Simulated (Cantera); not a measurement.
A closed system holds: 1 mol TiCl₄, 7.2 mol H₂, equilibrated at 61000 Pa.

Method: chemical equilibrium by Gibbs-energy minimisation in Cantera with the NASA 1993 tables (ideal gas, pure condensed phases). Candidate condensed phases: Ti, TiCl₂, TiCl₃, TiCl₄; 10 gas species. The tables' values for TiCl₂ are old estimates; treat these amounts as uncertain. The numbers say what is thermodynamically allowed, not how fast it happens. All values below are at 1225 K.

Base state: H₂ 0.830, TiCl₄ 0.0675, HCl 0.0513, TiCl₃ 0.0513, TiCl₂ 1.88e-5 (mole fractions); condensed: gas only.

What changes in the equilibrium state with this change: pressure from 61000 Pa to 10000 Pa?


```tsv
species	before	after
H₂	0.830	0.814
HCl	0.0513	0.0686
TiCl₃	0.0513	0.0685
TiCl₄	0.0675	0.0492
TiCl₂	1.88e-5	4.59e-5
```
